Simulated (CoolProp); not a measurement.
The numbers come from the reference Helmholtz-energy equation of state, Lemmon 2006 in CoolProp. It is a short technical equation, of lower accuracy than the large ones.

### Question
For hydrogen sulfide, give the phase and the density (kg/m³), speed of sound (m/s), expansivity (1/kK) at 365.1 K and 12400 kPa.

### Answer
- 365.1 K and 12400 kPa: liquid; density 604, speed of sound 528, expansivity 7.57
